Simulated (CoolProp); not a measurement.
Saturation properties of R11.

The numbers come from the reference Helmholtz-energy equation of state, Jacobsen 1992 in CoolProp.

| T (K) | p (MPa) | enthalpy of vaporisation (kJ/kg) | liquid cp (kJ/(kg K)) | liquid conductivity (mW/(m K)) |
|---|---|---|---|---|
| 213.8 | 0.001345 | 209.8 | 0.8202 | 113 |
| 225.7 | 0.003146 | 205.8 | 0.8277 | … |
| 237.5 | … | 201.8 | 0.8349 | 105 |
| 249.4 | 0.01294 | 197.8 | 0.8423 | 101 |
| 261.3 | 0.02353 | 193.8 | 0.8503 | 97.7 |
| 273.2 | 0.04028 | 189.8 | 0.8590 | 94.1 |
| 285.1 | 0.06549 | 185.6 | 0.8688 | 90.6 |
| 297 | 0.1018 | 181.3 | … | 87.1 |
| 308.8 | 0.1518 | 176.9 | 0.8917 | 83.8 |

Task: What belongs in the gaps?

Result: 
- 225.7, liquid conductivity (mW/(m K)): 109
- 237.5, p (MPa): 0.006628
- 297, liquid cp (kJ/(kg K)): 0.8797

It boils at 296.9 K under 1 atm.

Thermal conductivity comes from a separate model (McLinden 2000), an estimate that may be off by 10 % or more.
